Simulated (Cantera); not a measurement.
Source: NASA polynomial tables (part measured, part estimated), evaluated in Cantera. Values are per mole of reaction as written; species without (g) are pure solids or liquids, kept so even where they would boil at 1 bar. VN: taken at fixed stoichiometry.

2 N(g) + V2O3 → 3 O(g) + 2 VN, with ΔH° = 586.6 kJ and ΔS° = 152.9 J/K at 300 K.

### Question
How far is the shortcut ΔG° ≈ ΔH°(300 K) − T·ΔS°(300 K) from the full temperature-dependent value at 575, 725, 875, 1025, 1175, 1325, 1475, 1625, 1775, 1925 K?

### Answer
```
T (K)  shortcut (kJ)  full (kJ)  difference (kJ)  difference in log10 K
-----  -------------  ---------  ---------------  ---------------------
575            498.7      499.4             -0.7                   0.07
725            475.8      477.4             -1.7                   0.12
875            452.8      455.7             -2.9                   0.17
1025           429.9      434.2             -4.3                   0.22
1175           407.0      412.9             -6.0                   0.27
1325           384.0      391.9             -7.8                   0.31
1475           361.1      371.0             -9.9                   0.35
1625           338.1      350.3            -12.2                   0.39
1775           315.2      329.9            -14.7                   0.43
1925           292.3      309.7            -17.4                   0.47
```
The shortcut ignores the heat-capacity change of the reaction.
